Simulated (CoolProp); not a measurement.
Model: reference Helmholtz-energy equation of state, Smukala 2000, in CoolProp.

For ethylene, give the phase and the density (kg/m³), isothermal compressibility (1/MPa) at 300.5 K and 4.28 MPa; 300.5 K and 22.2 MPa.


- 300.5 K and 4.28 MPa: gas; density 67.6, isothermal compressibility 0.356
- 300.5 K and 22.2 MPa: supercritical; density 406, isothermal compressibility 0.00925
